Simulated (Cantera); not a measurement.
Charge: 1 mol H2S, 0.6 mol H2O, 2.4 mol O2, at 1575 K and 10.0 Torr.

Cantera equilibrium calculation (NASA polynomials, part measured and part estimated; ideal gas, pure solids and liquids). Candidate condensed phases: H2O, H2SO4, S; 19 gas species. The numbers say what is thermodynamically allowed, not how fast it happens.

Base state: H2O 0.457, SO2 0.285, O2 0.257, OH 0.000963, SO3 0.000433, O 4.70e-5, H2 3.84e-5 (mole fractions); condensed: gas only.

### Question
What changes in the equilibrium state with this change: temperature from 1575 K to 2500 K?

### Answer
```json
[
 {"species": "H2O", "before": "0.457", "after": "0.315"},
 {"species": "SO2", "before": "0.285", "after": "0.230"},
 {"species": "O2", "before": "0.257", "after": "0.220"},
 {"species": "OH", "before": "0.000963", "after": "0.0764"},
 {"species": "O", "before": "4.70e-5", "after": "0.0589"},
 {"species": "H", "before": "2.23e-6", "after": "0.0404"},
 {"species": "SO", "before": "5.42e-6", "after": "0.0237"},
 {"species": "H2", "before": "3.84e-5", "after": "0.0345"},
 {"species": "S", "before": "<1e-9", "after": "0.000612"},
 {"species": "SH", "before": "<1e-9", "after": "5.19e-5"},
 {"species": "SO3", "before": "0.000433", "after": "2.31e-5"}
]
```

### Question
What changes in the equilibrium state with this change: temperature from 1575 K to 1623.15 K?

### Answer
| species | before | after |
|---|---|---|
| H2O | 0.457 | 0.456 |
| SO2 | 0.285 | 0.285 |
| O2 | 0.257 | 0.257 |
| OH | 0.000963 | 0.00139 |
| SO | 5.42e-6 | 1.07e-5 |
| O | 4.70e-5 | 8.36e-5 |
| H2 | 3.84e-5 | 6.77e-5 |
| SO3 | 0.000433 | 0.000349 |
